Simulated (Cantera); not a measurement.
# Adiabatic ignition

An adiabatic, constant-volume homogeneous reactor starts with CO : H₂ : O₂ : N₂ = 1 : 0.25 : 2.08 : 7.83 (molar parts), equivalence ratio 0.30, at 1148 K and 8.10 bar.

Cantera simulation using GRI-Mech 3.0 (53 species, 325 reactions); the numbers are that mechanism's predictions, not measurements. The hydrogen kinetics of GRI-Mech 3.0 are dated; newer H2 mechanisms differ, most at raised pressure.

| t (s) | T (K) | P (bar) | x CO | x H₂ | x O₂ | x H₂O₂ | x HO₂ |
|---|---|---|---|---|---|---|---|
| 5.00e-6 | 1148 | 8.10 | 0.0896 | 0.0224 | 0.186 | 5.57e-11 | 4.50e-8 |
| 1.58e-5 | 1148 | 8.10 | 0.0896 | 0.0224 | 0.186 | 1.33e-9 | 3.35e-7 |
| 5.00e-5 | 1148 | 8.10 | 0.0896 | 0.0224 | 0.186 | 8.55e-8 | 5.61e-6 |
| 0.000158 | 1180 | 8.31 | 0.0885 | 0.0204 | 0.185 | 0.000180 | 0.000203 |
| 0.000500 | 2216 | 14.8 | 0.000447 | 2.05e-5 | 0.138 | 1.17e-7 | 4.28e-6 |
| 0.00158 | 2216 | 14.8 | 0.000446 | 2.05e-5 | 0.138 | 1.17e-7 | 4.27e-6 |
| 0.00500 | 2214 | 14.8 | 0.000442 | 2.03e-5 | 0.137 | 1.16e-7 | 4.24e-6 |
| 0.0158 | 2210 | 14.7 | 0.000431 | 1.99e-5 | 0.137 | 1.14e-7 | 4.16e-6 |
| 0.0500 | 2201 | 14.7 | 0.000408 | 1.89e-5 | 0.135 | 1.11e-7 | 4.00e-6 |
| 0.158 | 2191 | 14.6 | 0.000386 | 1.80e-5 | 0.133 | 1.07e-7 | 3.83e-6 |
| 0.500 | 2190 | 14.6 | 0.000382 | 1.79e-5 | 0.133 | 1.07e-7 | 3.81e-6 |
| 1.58 | 2190 | 14.6 | 0.000382 | 1.79e-5 | 0.133 | 1.07e-7 | 3.81e-6 |
| 5.00 | 2190 | 14.6 | 0.000382 | 1.79e-5 | 0.133 | 1.07e-7 | 3.81e-6 |
x: mole fraction; the columns are a selection and need not sum to one.

```
Quantity                                                              Result
---------------------------------  -----------------------------------------
time of steepest temperature rise                                   0.219 ms
temperature at 5.00 s                                                 2190 K
equilibrium temperature                                               2190 K
x(CO) at 5.00 s                    0.000382 (gas-phase equilibrium 0.000382)
x(H₂) at 5.00 s                      1.79e-5 (gas-phase equilibrium 1.79e-5)
x(O₂) at 5.00 s                          0.133 (gas-phase equilibrium 0.133)
```
